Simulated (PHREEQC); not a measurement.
Dissolve 39 mmol/kgw NaOH, 2.5 mmol/kgw BaCl2 and 5.5 mmol/kgw LiCl at 35 °C. Closed to the air; pH follows from the charge balance.

Model: ion-association model, phreeqc.dat, run in PHREEQC.

The pH is 12.18 and the ionic strength is 0.0519 mol/kgw. The specific conductance is 11700 µS/cm and the density comes out as 0.996 g/cm³. The total alkalinity is 39.0 meq/kg.

```json
[
 {"species": "Na+", "molality": "0.0390", "activity": "0.0320", "log γ": "-0.086"},
 {"species": "OH-", "molality": "0.0389", "activity": "0.0314", "log γ": "-0.094"},
 {"species": "Cl-", "molality": "0.0105", "activity": "0.00850", "log γ": "-0.092"},
 {"species": "Li+", "molality": "0.00550", "activity": "0.00456", "log γ": "-0.081"},
 {"species": "Ba+2", "molality": "0.00243", "activity": "0.00107", "log γ": "-0.356"},
 {"species": "BaOH+", "molality": "6.65e-5", "activity": "5.46e-5", "log γ": "-0.086"}
]
```

This is a speciation only: nothing precipitates in the calculation.
